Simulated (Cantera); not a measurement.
What does this Cantera script print?

```python
import numpy as np
import cantera as ct

gas_names = """
    CL CL2 H HCL H2 Si SiCL SiCL2 SiCL3 SiCL4 SiH SiHCL3 SiH2 SiH2CL2 SiH3 SiH3CL SiH4 Si2 Si3
""".split()
cond_names = """
    Si(cr) Si(L)
""".split()


# ... load() reads the species with a 1 bar reference pressure and builds the phases ...
atoms = {
    'SiCl4': {'Si': 1, 'CL': 4},
    'Cl2': {'CL': 2},
    'H2': {'H': 2},
}
top_T = {}  # K; cautious upper limits of use, not melting points


# ... equilibrate(T, P, feed) seeds the gas with the atoms and calls Mixture.equilibrate('TP', solver="vcs", rtol=1e-11, max_steps=5000) ...
results = []
feed = {'SiCl4': 1, 'Cl2': 1.3, 'H2': 0.35}  # mol
T = 1123.15  # K
P = 100000  # Pa
mix = equilibrate(T, P, feed)
results.append((T, P, feed, dict(zip(mix.species_names, mix.species_moles))))
x = sorted(zip(gas.X, gas.species_names), reverse=True)
print(f"T = {T:g} K  P = {P:g} Pa  gas = {mix.phase_moles(0):.4g} mol")
print("   x: " + "  ".join(f"{s} {v:.3e}" for v, s in x if v > 1e-05))
print("   condensed (mol): " + ("  ".join(f"{mix.phase(i).name} {mix.phase_moles(i):.4g}"
      for i in range(1, mix.n_phases) if mix.phase_moles(i) > 1e-12) or "none"))
```

Output:

```
T = 1123.15 K  P = 100000 Pa  gas = 2.652 mol
   x: SiCL4 3.771e-01  CL2 3.577e-01  HCL 2.640e-01  CL 1.200e-03
   condensed (mol): none
```

Equilibrium computed with Cantera from the NASA thermochemical tables; the gas is ideal and each condensed phase is pure.
